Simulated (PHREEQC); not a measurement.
Synthetic water in mg/kgw, 25 °C, pH 2.04, pe 9.1:

```json
[
 {"constituent": "Na", "mg/kgw": "133"},
 {"constituent": "K", "mg/kgw": "97.1"},
 {"constituent": "Ca", "mg/kgw": "242"},
 {"constituent": "Mg", "mg/kgw": "88.9"},
 {"constituent": "Cl", "mg/kgw": "338"},
 {"constituent": "S(6) as SO4", "mg/kgw": "1710"},
 {"constituent": "Cd", "mg/kgw": "85.2"},
 {"constituent": "Li", "mg/kgw": "0.0598"}
]
```

Na is adjusted to close the charge balance.
Valence states are taken as typed.

Model: ion-association model, wateq4f.dat, run in PHREEQC.

No solid was allowed to form.

**Question.** Predict the ionic strength.

**Answer.** ionic strength 0.0500 mol/kgw.

**Question.** In which forms is Mg present?

**Answer.** Mg+2 67 %, MgSO4 33 % of the Mg.

Species that the database lacks are ignored.
